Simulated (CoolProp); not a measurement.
Vapour-liquid equilibrium of acetone (1) + methanol (2) at 11.95 °C; x and y are mole fractions of (1).

Model: multi-fluid Helmholtz-energy mixture model, Lemmon 2006 and de Reuck 1993; pair parameters Bell 2016, in CoolProp.

```json
[
 {"x": "0.05", "bubble pressure (MPa)": "0.009639", "y at the bubble point": "0.175", "dew pressure at overall composition x (MPa)": "0.008667", "liquid density (mol/L)": "24.02"},
 {"x": "0.2", "bubble pressure (MPa)": "0.01234", "y at the bubble point": "0.436", "dew pressure at overall composition x (MPa)": "0.009855", "liquid density (mol/L)": "21.62"},
 {"x": "0.35", "bubble pressure (MPa)": "0.01400", "y at the bubble point": "0.565", "dew pressure at overall composition x (MPa)": "0.01135", "liquid density (mol/L)": "19.61"},
 {"x": "0.5", "bubble pressure (MPa)": "0.01515", "y at the bubble point": "0.658", "dew pressure at overall composition x (MPa)": "0.01316", "liquid density (mol/L)": "17.91"},
 {"x": "0.65", "bubble pressure (MPa)": "0.01602", "y at the bubble point": "0.744", "dew pressure at overall composition x (MPa)": "0.01506", "liquid density (mol/L)": "16.45"},
 {"x": "0.8", "bubble pressure (MPa)": "0.01666", "y at the bubble point": "0.837", "dew pressure at overall composition x (MPa)": "0.01645", "liquid density (mol/L)": "15.19"},
 {"x": "0.95", "bubble pressure (MPa)": "0.01698", "y at the bubble point": "0.952", "dew pressure at overall composition x (MPa)": "0.01698", "liquid density (mol/L)": "14.09"}
]
```

No azeotrope shows between x = 0.05 and 0.95.

Pair parameters are fitted to limited data, so mixtures are less certain than the pure fluids.
